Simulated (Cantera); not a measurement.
Cantera run, input and output.

```python
import numpy as np
import cantera as ct

gas = ct.Solution("h2o2.yaml")
gas.TPX = 323, 13332, {'H2': 1, 'O2': 0.192, 'N2': 0.723}
flame = ct.FreeFlame(gas, width=0.16)
flame.set_refine_criteria(ratio=3, slope=0.08, curve=0.16)
flame.transport_model = "mixture-averaged"
flame.solve(loglevel=0, auto=True)
z, T = flame.grid, flame.T
thick = (T[-1] - T[0]) / np.gradient(T, z).max()
show = ['H2', 'O2', 'H', 'O', 'HO2', 'H2O']
print(f"laminar burning velocity  {flame.velocity[0] * 100:.3f} cm/s")
print(f"burnt temperature         {T[-1]:.1f} K")
print(f"thermal thickness         {thick * 1e3:.4f} mm")
print(f"grid points               {len(z)}")
z0 = z[flame.heat_release_rate.argmax()]
print(f"{'z/mm':>9s}{'T/K':>9s}{'u/(m/s)':>9s}" + "".join(f"{s:>11s}" for s in show))
rows = []
for k in (-3, -2, -1.5, -1, -0.5, -0.25, 0, 0.25, 0.5, 1, 2, 4, 8):
    zz = z0 + k * thick
    rows.append([k * thick, np.interp(zz, z, T), np.interp(zz, z, flame.velocity),
                 *(np.interp(zz, z, flame.X[gas.species_index(s)]) for s in show)])
    print(f"{rows[-1][0] * 1e3:9.3f}{rows[-1][1]:9.1f}{rows[-1][2]:9.3f}" + "".join(f"{x:11.3e}" for x in rows[-1][3:]))
```

Output:

```
laminar burning velocity  239.644 cm/s
burnt temperature         1877.6 K
thermal thickness         5.3555 mm
grid points               141
     z/mm      T/K  u/(m/s)         H2         O2          H          O        HO2        H2O
  -16.067    323.0    2.396  5.222e-01  1.003e-01  8.750e-19  5.854e-16  2.153e-15  3.686e-15
  -10.711    323.0    2.396  5.222e-01  1.003e-01  7.861e-17  5.086e-14  3.120e-13  4.988e-13
   -8.033    323.0    2.396  5.222e-01  1.003e-01  2.385e-15  1.323e-12  1.240e-11  1.789e-11
   -5.356    323.0    2.397  5.222e-01  1.003e-01  1.785e-11  2.618e-10  7.355e-09  8.127e-09
   -2.678    338.5    2.503  5.200e-01  1.005e-01  3.246e-05  2.164e-06  7.768e-05  3.303e-04
   -1.339    598.1    4.312  4.880e-01  9.379e-02  8.047e-03  1.134e-04  4.220e-05  2.071e-02
    0.000    973.6    6.833  3.936e-01  6.115e-02  5.087e-02  1.562e-03  1.269e-05  9.404e-02
    1.339   1200.7    8.413  3.098e-01  1.148e-02  8.807e-02  1.258e-03  2.206e-06  1.890e-01
    2.678   1286.2    8.987  2.977e-01  1.121e-03  8.930e-02  3.525e-04  2.005e-07  2.099e-01
    5.356   1371.5    9.529  3.035e-01  9.475e-05  7.919e-02  2.384e-04  1.576e-08  2.129e-01
   10.711   1466.9   10.123  3.126e-01  6.787e-05  6.580e-02  2.124e-04  1.057e-08  2.143e-01
   21.422   1564.8   10.719  3.223e-01  5.031e-05  5.151e-02  1.634e-04  7.652e-09  2.159e-01
   42.844   1655.8   11.262  3.315e-01  3.148e-05  3.784e-02  1.058e-04  4.986e-09  2.176e-01
```

Cantera simulation using the H2/O2 subset of GRI-Mech 3.0, which has no nitrogen chemistry; the numbers are that mechanism's predictions, not measurements. Burning velocities carry a grid error of a few per cent, more on coarse grids.
